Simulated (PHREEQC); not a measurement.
Synthetic water in mg/L, 17 °C, pH 2.8, pe 12.6:

```json
[
 {"constituent": "Na", "mg/L": "22.3"},
 {"constituent": "K", "mg/L": "21.4"},
 {"constituent": "Ca", "mg/L": "37.6"},
 {"constituent": "Mg", "mg/L": "27.2"},
 {"constituent": "Cl", "mg/L": "72.6"},
 {"constituent": "S(6) as SO4", "mg/L": "474"},
 {"constituent": "Pb", "mg/L": "23.6"},
 {"constituent": "Fe(3)", "mg/L": "71.9"},
 {"constituent": "N(5) as NO3", "mg/L": "5.53"}
]
```

Valence states are taken as typed.

Computed with PHREEQC (ion-association model, phreeqc.dat).

| Quantity | Result |
|---|---|
| ionic strength | 0.0141 mol/kgw |
| total alkalinity | -4.41 meq/kg |
| charge-balance error | -2.6 % |

```tsv
species	molality	activity	log γ
SO4-2	0.00319	0.00201	-0.201
Cl-	0.00204	0.00181	-0.052
H+	0.00176	0.00159	-0.044
Na+	0.000962	0.000856	-0.050
FeSO4+	0.000924	0.000823	-0.050
Mg+2	0.000901	0.000576	-0.194
Ca+2	0.000773	0.000490	-0.198
K+	0.000541	0.000480	-0.052
HSO4-	0.000294	0.000261	-0.051
MgSO4	0.000219	0.000219	0.001
```

No solid was allowed to form. Saturation is exceeded, for instance for Jarosite-K, Anglesite; the values hold only as long as no solid forms. Species that the database lacks are ignored.
